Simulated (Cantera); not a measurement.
A closed system holds: 1 mol BCl3, 1.5 mol H2, equilibrated at 1150 °C.

These are equilibrium values from Cantera (NASA tables, ideal gas, pure condensed phases), not measurements of a reactor. Candidate condensed phases: B; 13 gas species. The tables' values for BCl, BCl2 are old estimates; treat these amounts as uncertain. Gases not in the tables: BHCl2. Kinetics and transport are ignored.

x: gas mole fraction; n: condensed amount in mol.

| P (Pa) | x HCl | x H2 | x BCl3 | x BCl | n B(s) |
|---|---|---|---|---|---|
| 10 | 0.625 | 0.219 | 0.138 | 0.0115 | 0.561 |
| 37 | 0.573 | 0.253 | 0.164 | 0.00507 | ___ |
| 140 | 0.515 | 0.289 | 0.190 | 0.00219 | ___ |
| 520 | 0.457 | 0.325 | 0.215 | 0.000953 | ___ |
| 1900 | 0.400 | 0.359 | 0.238 | 0.000416 | ___ |
| 7200 | 0.346 | 0.392 | 0.261 | 0.000176 | ___ |
| 27000 | 0.295 | 0.423 | 0.281 | 7.49e-5 | ___ |
| 100000 | 0.250 | 0.450 | 0.300 | 3.20e-5 | ___ |

Task: Some entries are withheld; supply them.

Result: 
- 37, n B(s): 0.517
- 140, n B(s): 0.464
- 520, n B(s): 0.409
- 1900, n B(s): 0.356
- 7200, n B(s): 0.304
- 27000, n B(s): 0.258
- 100000, n B(s): 0.217
